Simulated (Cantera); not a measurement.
A closed system holds: 1 mol SiH₄, 0.052 mol HCl, 240 mol H₂, at 1525 K and 8.60 mbar.

Cantera equilibrium calculation (NASA polynomials, part measured and part estimated; ideal gas, pure solids and liquids). Candidate condensed phases: Si; 19 gas species. Kinetics and transport are ignored.

Base state: H₂ 1.000, H 0.000255, HCl 0.000214 (mole fractions); condensed: Si(s).

What changes in the equilibrium state with this change: SiH₄ replaced by Si₂Cl₆?


| species | before | after |
|---|---|---|
| H₂ | 1.000 | 0.976 |
| HCl | 0.000214 | 0.0217 |
| SiCl₂ | 1.51e-7 | 0.00158 |
| H | 0.000255 | 0.000252 |
| Si(s), mol | 0.999 | 1.61 |
The feed counts by its element totals alone.
